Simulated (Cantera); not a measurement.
Charge: 1 mol Si, 2.5 mol NF3, at 1600 K and 0.0130 bar.

Method: chemical equilibrium by Gibbs-energy minimisation in Cantera with the NASA 1993 tables (ideal gas, pure condensed phases). Candidate condensed phases: Si, Si3N4; 16 gas species. The numbers say what is thermodynamically allowed, not how fast it happens.

Base state: F 0.608, N2 0.217, SiF4 0.174, F2 0.000280 (mole fractions); condensed: gas only.

Q: What changes in the equilibrium state with this change: temperature from 1600 K to 523 K?

A: 
| species | before | after |
|---|---|---|
| NF3 | <1e-9 | 0.410 |
| SiF4 | 0.174 | 0.352 |
| N2 | 0.217 | 0.236 |
| F | 0.608 | 5.08e-6 |
| F2 | 0.000280 | 0.00201 |

Q: What changes in the equilibrium state with this change: temperature from 1600 K to 900 K?

A: 
```
species    before    after
-------  --------  -------
F2       0.000280    0.318
N2          0.217    0.287
SiF4        0.174    0.231
F           0.608    0.162
NF3         <1e-9  0.00287
```
